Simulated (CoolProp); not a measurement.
Vapour-liquid equilibrium of m-xylene (1) + n-undecane (2) at 149.35 °C; x and y are mole fractions of (1).

Values from CoolProp's multi-fluid Helmholtz-energy mixture model, Zhou 2012 and Aleksandrov 2011; pair parameters Bell 2016.

**Question.** Give the bubble pressure and the first vapour's composition at x = 0.35, 0.425, 0.725. Is there an azeotrope?

**Answer.** x = 0.35: 0.06210 MPa, y = 0.701; x = 0.425: 0.06975 MPa, y = 0.764; x = 0.725: 0.1018 MPa, y = 0.923. No azeotrope shows between x = 0.05 and 0.95.

The pair parameters rest on a limited set of measurements; away from them the model extrapolates.
